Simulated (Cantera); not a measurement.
Equilibrium for boron, boron nitride and boron oxide: BF3 + O2 + H2

Feed: 1 mol BF3, 6.9 mol O2, 1.7 mol H2, at 1125 K.

Method: chemical equilibrium by Gibbs-energy minimisation in Cantera with the NASA 1993 tables (ideal gas, pure condensed phases). Candidate condensed phases: B, B2O3, B3O3H3, H2O; 43 gas species. Gases not in the tables: H3BO3. The numbers say what is thermodynamically allowed, not how fast it happens.

| P (Pa) | x O2 | x HF | x H2O | x BF3 | x BOF | x B3O3F3 | x HBO2 | n B2O3(l) |
|---|---|---|---|---|---|---|---|---|
| 10 | 0.635 | 0.194 | 0.0778 | 0.0156 | 0.0685 | 0.00191 | 0.00739 | 0.0366 |
| 37 | 0.652 | 0.195 | 0.0834 | 0.0276 | 0.0347 | 0.00339 | 0.00398 | 0.145 |
| 140 | 0.662 | 0.184 | 0.0930 | 0.0381 | 0.0159 | 0.00467 | 0.00216 | 0.179 |
| 520 | 0.669 | 0.167 | 0.104 | 0.0467 | 0.00709 | 0.00572 | 0.00118 | 0.173 |
| 1900 | 0.673 | 0.148 | 0.114 | 0.0541 | 0.00314 | 0.00662 | 0.000650 | 0.149 |
| 7200 | 0.676 | 0.129 | 0.125 | 0.0608 | 0.00134 | 0.00745 | 0.000349 | 0.118 |
| 27000 | 0.678 | 0.111 | 0.134 | 0.0668 | 0.000574 | 0.00818 | 0.000187 | 0.0840 |
| 100000 | 0.681 | 0.0943 | 0.143 | 0.0722 | 0.000246 | 0.00884 | 0.000100 | 0.0486 |
x: gas mole fraction; n: condensed amount in mol.

From 10.0 Pa to 100000 Pa the condensed part is B2O3(l). The share of B in condensed phases is highest at 140 Pa (35.8 %) and lowest at 10.0 Pa (7.3 %).
